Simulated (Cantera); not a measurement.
# Diamond growth

A diamond (100) surface in a fixed gas of H2 with x(CH4) = 0.0072, x(H) = 0.002, x(CH3) = 0.0019, 0.0276 atm; coverages are run to steady state.

Computed with Cantera and the Harris–Goodwin 1993 mechanism for the reconstructed diamond (100) surface.

```csv
T (K),growth (µm/h),θ c6HH,θ c6H*,θ c6*H,θ c6**,θ c6HM
950,11.2,0.374,0.00802,0.190,0.00303,0.326
1000,14.2,0.388,0.0116,0.237,0.00488,0.261
1050,15.2,0.413,0.0166,0.298,0.00772,0.183
1100,12.7,0.440,0.0233,0.369,0.0118,0.100
1150,8.88,0.449,0.0303,0.429,0.0165,0.0433
1200,6.39,0.438,0.0366,0.469,0.0214,0.0163
1250,5.54,0.419,0.0423,0.493,0.0261,0.00594
1300,5.48,0.399,0.0476,0.508,0.0310,0.00217
1350,5.19,0.382,0.0526,0.519,0.0363,0.000800
1400,4.02,0.368,0.0575,0.526,0.0420,0.000297
```
θ: site fractions in the mechanism's names (c6HH fully hydrogenated, c6H* and c6*H radical sites, c6** diradical, c6HM methylated).
